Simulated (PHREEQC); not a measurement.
**Copper plating or etch bath: an equilibrium model**

Solution (20 °C): 5.4 mmol/kgw Cu(NO3)2, 3 mmol/kgw HBF4 and 0.064 mmol/kgw H3BO3. Closed to the air; pH follows from the charge balance.

Model: ion-association model, wateq4f.dat, run in PHREEQC.

The pH is 2.56 and the ionic strength is 0.0192 mol/kgw. The total alkalinity is -12.0 meq/kg.

```csv
species,molality,activity,log γ
NO3-,0.0108,0.00937,-0.062
Cu+2,0.00535,0.00322,-0.220
H+,0.00306,0.00273,-0.050
HF,0.00295,0.00297,0.002
BF4-,0.00181,0.00157,-0.063
H3BO3,0.000970,0.000974,0.002
F-,0.000909,0.000791,-0.060
BF3OH-,0.000204,0.000177,-0.063
BF2(OH)2-,7.85e-5,6.79e-5,-0.063
CuF+,5.07e-5,4.43e-5,-0.059
H2F2,2.73e-5,2.74e-5,0.002
HF2-,9.92e-6,8.63e-6,-0.060
BF(OH)3-,3.36e-7,2.91e-7,-0.063
CuOH+,1.35e-8,1.18e-8,-0.059
```

No solid was allowed to form. Complexes and solids missing from the database can't appear. Real BF4- forms and hydrolyses slowly; the run takes it at equilibrium.
